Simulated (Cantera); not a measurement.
Cantera run, input and output.

```python
import numpy as np
import cantera as ct

gas = ct.Solution("gri30.yaml")
gas.TPX = 1350, 100000, {'N2O': 1, 'H2O': 0.13}
reactor = ct.IdealGasConstPressureReactor(gas, energy="off", clone=False)
net = ct.ReactorNet([reactor])
net.rtol, net.atol = 1e-08, 1e-18
show = ['N2O', 'H2O', 'NO', 'H', 'H2O2', 'O']
times = np.geomspace(3e-06, 20, 15)

steps = ct.SolutionArray(gas, extra=["t"])
rows = []
print(f"{'t/s':>10s}{'T/K':>9s}{'P/Pa':>11s}" + "".join(f"{s:>11s}" for s in show))
for t in times:
    while net.time < t:
        t_next = net.step()
        steps.append(gas.state, t=t_next)
    rows.append([np.interp(t, steps.t, y) for y in (steps.T, steps.P, *steps(*show).X.T)])
    print(f"{t:10.3e}{rows[-1][0]:9.1f}{rows[-1][1]:11.4g}" + "".join(f"{x:11.3e}" for x in rows[-1][2:]))
rate = np.gradient(steps.T, steps.t)
print("integrator steps:", len(steps.t))
if steps.T.max() > steps.T[0] + 200:
    print(f"time of steepest temperature rise: {steps.t[rate.argmax()]:.4e} s")
gas.TPX = 1350, 100000, {'N2O': 1, 'H2O': 0.13}
gas.equilibrate("TP")
print(f"equilibrium (TP): T = {gas.T:.1f} K  " + "  ".join(f"{s} {gas[s].X[0]:.3e}" for s in show))
```

It prints:

```
       t/s      T/K       P/Pa        N2O        H2O         NO          H       H2O2          O
 3.000e-06   1350.0      1e+05  8.849e-01  1.150e-01  1.390e-06  4.026e-10  3.566e-12  9.943e-06
 9.216e-06   1350.0      1e+05  8.848e-01  1.150e-01  8.443e-06  4.853e-09  2.665e-10  1.608e-05
 2.831e-05   1350.0      1e+05  8.846e-01  1.150e-01  3.511e-05  2.224e-08  1.145e-08  1.726e-05
 8.697e-05   1350.0      1e+05  8.838e-01  1.149e-01  1.172e-04  5.993e-08  1.937e-07  1.731e-05
 2.672e-04   1350.0      1e+05  8.812e-01  1.148e-01  3.596e-04  8.093e-08  3.486e-07  1.749e-05
 8.208e-04   1350.0      1e+05  8.733e-01  1.145e-01  1.058e-03  8.415e-08  2.827e-07  1.741e-05
 2.521e-03   1350.0      1e+05  8.498e-01  1.136e-01  3.094e-03  7.807e-08  2.231e-07  1.684e-05
 7.746e-03   1350.0      1e+05  7.837e-01  1.110e-01  8.933e-03  6.852e-08  1.720e-07  1.573e-05
 2.380e-02   1350.0      1e+05  6.232e-01  1.046e-01  2.299e-02  5.998e-08  1.375e-07  1.398e-05
 7.310e-02   1350.0      1e+05  3.463e-01  9.354e-02  4.531e-02  4.760e-08  1.014e-07  1.074e-05
 2.246e-01   1350.0      1e+05  9.256e-02  8.344e-02  6.050e-02  2.073e-08  5.176e-08  5.174e-06
 6.899e-01   1350.0      1e+05  5.576e-03  7.999e-02  6.188e-02  1.494e-09  9.007e-09  6.909e-07
 2.119e+00   1350.0      1e+05  4.131e-06  7.977e-02  6.180e-02  4.249e-10  3.326e-09  2.233e-07
 6.510e+00   1350.0      1e+05  8.204e-07  7.977e-02  6.176e-02  4.243e-10  3.322e-09  2.230e-07
 2.000e+01   1350.0      1e+05  8.175e-07  7.977e-02  6.165e-02  4.243e-10  3.323e-09  2.230e-07
integrator steps: 1693
equilibrium (TP): T = 1350.0 K  N2O 3.316e-08  H2O 7.975e-02  NO 5.801e-04  H 4.128e-10  H2O2 3.502e-09  O 2.351e-07
```

Model: GRI-Mech 3.0 (53 species, 325 reactions), integrated in Cantera. GRI-Mech 3.0 was tuned for natural gas; its chemistry of N2O as a main component is partial and can be far from experiment. The mechanism lacks the step 2 NO + O2 → 2 NO2, which can matter for NO2 below about 1400 K. The temperature is held fixed by assumption; the heat of reaction is taken as removed at once.
